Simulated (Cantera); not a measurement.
Feed: 1 mol SiCl4, 0.83 mol N2, 15 mol H2, equilibrated at 0.0190 bar.

These are equilibrium values from Cantera (NASA tables, ideal gas, pure condensed phases), not measurements of a reactor. Candidate condensed phases: NH4Cl, Si, Si3N4; 28 gas species. N2 is the only nitrogen source here; it is nearly inert below about 1500 K, so the nitride shown seldom forms there in practice. The tables' values for SiCl, SiCl3, SiN are old estimates; treat these amounts as uncertain. Gases not in the tables: Si2H6 and higher silanes. Rates play no part.

log p: log10 of the partial pressure in bar; n: condensed amount in mol.

| T (°C) | log p H2 | log p HCl | log p SiCl2 | log p N2 | log p H | log p Si | n Si3N4(s) | n Si(l) |
|---|---|---|---|---|---|---|---|---|
| 800 | -1.84 | -2.39 | -6.54 | -3.62 | -8.77 | <-13 | 0.308 | 0 |
| 900 | -1.84 | -2.38 | -5.43 | -3.64 | -7.85 | <-13 | 0.310 | 0 |
| 1000 | -1.84 | -2.38 | -4.52 | -3.61 | -7.07 | -12.75 | 0.304 | 0 |
| 1100 | -1.84 | -2.41 | -3.86 | -3.50 | -6.40 | -10.75 | ? | 0 |
| 1200 | -1.83 | -2.46 | -3.41 | -3.33 | -5.81 | -9.08 | ? | 0 |
| 1300 | -1.83 | -2.56 | -3.14 | -3.17 | -5.31 | -7.64 | ? | 0 |
| 1400 | -1.83 | -2.67 | -2.98 | -3.05 | -4.86 | -6.39 | 0 | 0 |
| 1500 | -1.83 | -2.66 | -2.99 | -3.05 | -4.46 | -5.67 | 0 | 0.0235 |
| 1600 | -1.83 | -2.65 | -3.01 | -3.05 | -4.11 | -5.05 | 0 | 0.0583 |
| 1700 | -1.84 | -2.63 | -3.04 | -3.06 | -3.79 | -4.50 | 0 | 0.0695 |
| 1800 | -1.84 | -2.62 | -3.06 | -3.06 | -3.50 | -4.00 | 0 | 0.0234 |
| 1900 | -1.86 | -2.59 | -3.14 | -3.07 | -3.24 | -3.66 | 0 | 0 |

Task: Fill in the missing entries.

Result: 
- 1100, n Si3N4(s): 0.273
- 1200, n Si3N4(s): 0.201
- 1300, n Si3N4(s): 0.0979
